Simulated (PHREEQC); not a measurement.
**Acid rinse or clean: an equilibrium model**

Consider water at 25 °C with 0.013 mol/kgw HCl, 0.019 mol/kgw CaCl2 and 0.045 mol/kgw CuCl2. Closed to the air; pH follows from the charge balance.

All values are PHREEQC results (ion-association model, wateq4f.dat), not measurements.

No solid was allowed to form.

Problem. Estimate the pH.

Solution. pH 1.98.

Problem. In which forms is Cl present?

Solution. Cl- 96 %, CuCl+ 3.4 % of the Cl.

Species that the database lacks are ignored.
